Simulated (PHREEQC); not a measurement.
Model water analysis in mg/L, 25 °C, pH 2.61, pe 8.1: Na 234; K 11.3; Ca 10.6; Mg 40.3; Cl 82.9; S(6) as SO4 836; Cd 1.28; Zn 0.179.

Valence states are taken as typed.

All values are PHREEQC results (ion-association model, phreeqc.dat), not measurements.

| quantity | before | after |
|---|---|---|
| ionic strength (mol/kgw) | 0.0246 | 0.0680 |
| Mg+2 (mol/kgw) | 0.00110 | 0.00268 |
| HSO4- (mol/kgw) | 0.00105 | 0.00248 |
| MgSO4 (mol/kgw) | 0.000556 | 0.00232 |
| Ca+2 (mol/kgw) | 0.000191 | 0.000483 |
| SI of Gypsum (CaSO4:2H2O) | -1.81 | -1.18 |
| SI of Halite (NaCl) | -6.33 | -5.45 |

Q: Name the change that produced these shifts.
(A) all concentrations times 3 at the same typed pH
(B) Mg from 40.3 to 121 mg/L
(C) temperature from 25 to 60 °C at the same typed pH

A: A, all concentrations times 3 at the same typed pH

This is a speciation only: nothing precipitates in the calculation.
